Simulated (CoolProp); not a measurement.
Saturated liquid density (kg/m³) of fluorine: the reference equation beside estimates from Tc = 144.4 K, pc = 5.240 MPa, ω = 0.045. Rackett uses Z = 0.29056 − 0.08775 ω.

The numbers come from the reference Helmholtz-energy equation of state, de Reuck 1990 in CoolProp.

```
T (K)  reference  Rackett  van der Waals  Redlich-Kwong  Soave-Redlich-Kwong  Peng-Robinson
-----  ---------  -------  -------------  -------------  -------------------  -------------
97.6        1409     1431          965.9           1407                 1401           1585
101.9       1375     1396          941.7           1364                 1360           1540
106.1       1339     1361          916.8           1319                 1317           1492
110.4       1302     1322          889.6           1271                 1270           1439
114.6       1262     1282          861.1           1219                 1220           1383
118.9       1219     1239          829.7           1163                 1165           1320
123.1       1173     1192          796.1           1102                 1106           1252
127.4       1120     1140          758.0           1034                 1038           1174
131.6       1061     1081          715.6          958.1                962.9           1087
135.9      986.6     1009          664.2          867.3                872.1          979.9
140.1      887.3    914.8          599.1          754.6                758.5          846.0
```

Absolute difference from the reference over all 11 rows, mean and median: Rackett 1.8 and 1.6 %, van der Waals 32.0 and 31.9 %, Redlich-Kwong 5.8 and 4.6 %, Soave-Redlich-Kwong 5.6 and 4.4 %, Peng-Robinson 7.6 and 8.3 %.
